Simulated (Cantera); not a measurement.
Adiabatic ignition

An adiabatic, constant-pressure homogeneous reactor starts with C3H8 : O2 : N2 : CO2 = 1 : 5.26 : 19.8 : 1.2 (molar parts), equivalence ratio 0.95, at 1773 K and 120000 Pa.

Computed with Cantera and GRI-Mech 3.0 (53 species, 325 reactions). GRI-Mech 3.0 was tuned for natural gas; its chemistry of propane as a main component is partial and can be far from experiment.

| t (s) | T (K) | x C3H8 | x O2 | x CO2 | x C2H | x CH2O |
|---|---|---|---|---|---|---|
| 2.00e-6 | 1741 | 0.0304 | 0.190 | 0.0437 | 1.83e-9 | 0.000491 |
| 4.55e-6 | 1735 | 0.0203 | 0.183 | 0.0433 | 4.97e-8 | 0.00252 |
| 1.04e-5 | 1945 | 0.000733 | 0.139 | 0.0426 | 8.17e-6 | 0.00374 |
| 2.36e-5 | 2483 | <1e-12 | 0.0436 | 0.0635 | <1e-12 | 3.25e-10 |
| 5.37e-5 | 2573 | <1e-12 | 0.0413 | 0.0687 | <1e-12 | 3.15e-10 |
| 0.000122 | 2691 | <1e-12 | 0.0386 | 0.0747 | <1e-12 | 3.10e-10 |
| 0.000278 | 2780 | <1e-12 | 0.0358 | 0.0802 | <1e-12 | 3.23e-10 |
| 0.000632 | 2793 | <1e-12 | 0.0342 | 0.0812 | <1e-12 | 3.31e-10 |
| 0.00144 | 2788 | <1e-12 | 0.0324 | 0.0812 | <1e-12 | 3.34e-10 |
| 0.00328 | 2785 | <1e-12 | 0.0312 | 0.0811 | <1e-12 | 3.37e-10 |
| 0.00746 | 2784 | <1e-12 | 0.0310 | 0.0811 | <1e-12 | 3.37e-10 |
| 0.0170 | 2784 | <1e-12 | 0.0310 | 0.0811 | <1e-12 | 3.37e-10 |
| 0.0386 | 2784 | <1e-12 | 0.0310 | 0.0811 | <1e-12 | 3.37e-10 |
| 0.0879 | 2784 | <1e-12 | 0.0310 | 0.0811 | <1e-12 | 3.37e-10 |
| 0.200 | 2784 | <1e-12 | 0.0310 | 0.0811 | <1e-12 | 3.37e-10 |
x: mole fraction; the columns are a selection and need not sum to one.

- time of steepest temperature rise = 13.0 µs
- temperature at 0.200 s = 2784 K
- equilibrium temperature = 2784 K
- x(C3H8) at 0.200 s = <1e-12 (gas-phase equilibrium <1e-12)
- x(O2) at 0.200 s = 0.0310 (gas-phase equilibrium 0.0310)
- x(CO2) at 0.200 s = 0.0811 (gas-phase equilibrium 0.0811)
